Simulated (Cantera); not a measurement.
Transport properties of process gases

Gas mixture: 100 % O2, at 0.165 Torr, frozen composition.

Cantera's kinetic-theory transport with the Lennard-Jones parameters of GRI-Mech 3.0, ideal gas; thermal conductivity in the mixture-averaged form.

```csv
T (K),ρ (kg/m³),cp (J/kg/K),μ (µPa s),λ (mW/m/K),Pr,D (cm²/s) NO,D (cm²/s) N2,D (cm²/s) NH3
400,0.000212,941.4,25.6,33.9,0.713,1560,1590,1770
500,0.000169,971.4,30.0,41.1,0.709,2290,2330,2690
600,0.000141,1003,34.1,48.2,0.709,3130,3180,3740
700,0.000121,1031,37.8,55.0,0.709,4050,4130,4930
800,0.000106,1055,41.4,61.4,0.710,5070,5170,6240
900,9.41e-5,1074,44.7,67.6,0.710,6180,6290,7660
1000,8.47e-5,1090,47.9,73.6,0.710,7370,7500,9190
1100,7.70e-5,1103,51.0,79.4,0.709,8640,8800,10800
```
D: mixture-averaged diffusion coefficient of that species in the mixture.
